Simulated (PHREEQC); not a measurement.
PHREEQC input (ion-association model, wateq4f.dat):

```
SOLUTION 1
  temp 20
  units mol/kgw
  pH 7 charge
END
SELECTED_OUTPUT 1
  -reset false
  -pH true
  -pe true
  -ionic_strength true
  -water true
  -totals Ca S S(-2) S(6)
  -molalities H+ Ca+2 SO4-2 CaSO4 CaOH+ HSO4- H2S HS- S-2 O2
    OH- CaHSO4+
  -equilibrium_phases Gypsum Portlandite
PRINT
  -reset false
USE solution 1
REACTION_TEMPERATURE 1
  0 6.7 13.3 20 26.7 33.3 40 46.7 53.3 60 66.7 73.3 80 86.7 93.3 100
EQUILIBRIUM_PHASES 1
  Gypsum 0 0.5
  Portlandite 0 0
  O2(g) -0.68 10
END
```

Selected output (columns that matter, 11 of 16 rows; T (°C) added in front):

```
T (°C)	pH	mu	Ca	S	m_H+	m_Ca+2	m_SO4-2	m_CaSO4	m_OH-	Gypsum
0	7.4066	0.038293	0.013282	0.013282	4.513e-08	0.0095731	0.0095732	0.0037086	3.491e-08	0.48671
13.3	7.2296	0.040772	0.014768	0.014768	6.8209e-08	0.010193	0.010193	0.004575	7.9929e-08	0.48522
20	7.1355	0.041505	0.015325	0.015325	8.4891e-08	0.010376	0.010376	0.0049486	1.1237e-07	0.48467
26.7	7.0439	0.041904	0.015743	0.015743	1.0502e-07	0.010476	0.010476	0.0052664	1.5287e-07	0.48425
40	6.8773	0.041791	0.016156	0.016156	1.5464e-07	0.010448	0.010448	0.0057085	2.6341e-07	0.48383
53.3	6.735	0.040643	0.016048	0.016048	2.1509e-07	0.010161	0.01016	0.0058874	4.2689e-07	0.48394
60	6.6727	0.039747	0.015819	0.015819	2.4848e-07	0.0099368	0.0099365	0.0058824	5.3512e-07	0.48417
66.7	6.6165	0.038679	0.01549	0.01549	2.8302e-07	0.0096699	0.0096695	0.0058197	6.6439e-07	0.4845
80	6.5219	0.036168	0.014591	0.014591	3.5231e-07	0.0090421	0.0090415	0.0055493	9.961e-07	0.4854
93.3	6.4479	0.033312	0.01346	0.01346	4.1793e-07	0.0083282	0.0083272	0.0051315	1.4523e-06	0.48653
100	6.4178	0.031802	0.012834	0.012834	4.4797e-07	0.0079506	0.0079494	0.004883	1.7398e-06	0.48716
```

Species that the database lacks are ignored. Away from 25 °C the constants follow the database's enthalpies or fits; those with neither stay at their 25 °C values. Outside its range of stability a hydrate's values are those of a metastable solid.
